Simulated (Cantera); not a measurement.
Input: 1 mol c-C4F8, 0.0087 mol CH4, 0.96 mol Si, at 773 K and 0.0540 Torr.

Equilibrium computed with Cantera from the NASA thermochemical tables; the gas is ideal and each condensed phase is pure. Candidate condensed phases: C, C6H6, C7H8, C8H18, Si, SiC; 113 gas species. The feed counts by its element totals alone. Condensed phases not in the tables: fluorocarbon polymer. Gases not in the tables: C2F6 and larger saturated fluorocarbons. The numbers say what is thermodynamically allowed, not how fast it happens.

Base state: CF4 0.509, SiF4 0.474, HF 0.0172 (mole fractions); condensed: C(graphite).

Q: What changes in the equilibrium state with this change: temperature from 773 K to 1950 K?

A: 
```csv
species,before,after
F,<1e-9,0.444
SiF4,0.474,0.264
CF2,<1e-9,0.215
CF4,0.509,0.0628
HF,0.0172,0.00958
CF3,<1e-9,0.00280
CF,<1e-9,0.00160
SiF3,<1e-9,0.000100
"C(graphite), mol",2.98,2.98
```
The tables' values for SiF3 are old estimates; treat these amounts as uncertain.

Q: What changes in the equilibrium state with this change: c-C4F8 replaced by CCl4?

A: 
| species | before | after |
|---|---|---|
| SiCl4 | 0 | 0.908 |
| Cl2 | 0 | 0.0591 |
| HCl | 0 | 0.0329 |
| CF4 | 0.509 | 0 |
| SiF4 | 0.474 | 0 |
| HF | 0.0172 | 0 |
| Cl | 0 | 0.000140 |
| C(graphite), mol | 2.98 | 1.01 |

Q: What changes in the equilibrium state with this change: temperature from 773 K to 1525 K?

A: 
```json
[
 {"species": "CF4", "before": "0.509", "after": "0.503"},
 {"species": "SiF4", "before": "0.474", "after": "0.471"},
 {"species": "HF", "before": "0.0172", "after": "0.0171"},
 {"species": "CF2", "before": "<1e-9", "after": "0.00515"},
 {"species": "F", "before": "<1e-9", "after": "0.00322"},
 {"species": "CF3", "before": "<1e-9", "after": "0.000274"},
 {"species": "C(graphite), mol", "before": "2.98", "after": "2.97"}
]
```
